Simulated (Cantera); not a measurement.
Feed: 1 mol Ti, 3.1 mol H2O, held at 1575 K and 133 Pa.

Cantera equilibrium calculation (NASA polynomials, part measured and part estimated; ideal gas, pure solids and liquids). Candidate condensed phases: H2O, Ti, TiO, TiO2, Ti2O3, Ti3O5, Ti4O7; 12 gas species. Kinetics and transport are ignored.

Base state: H2 0.644, H2O 0.355, H 0.000914, OH 1.83e-5 (mole fractions); condensed: TiO2(rutile).

What changes in the equilibrium state with this change: temperature from 1575 K to 1798.15 K?


```json
[
 {"species": "H2", "before": "0.644", "after": "0.639"},
 {"species": "H2O", "before": "0.355", "after": "0.353"},
 {"species": "H", "before": "0.000914", "after": "0.00772"},
 {"species": "OH", "before": "1.83e-5", "after": "0.000280"},
 {"species": "TiO2(rutile), mol", "before": "1.00", "after": "1.000"}
]
```
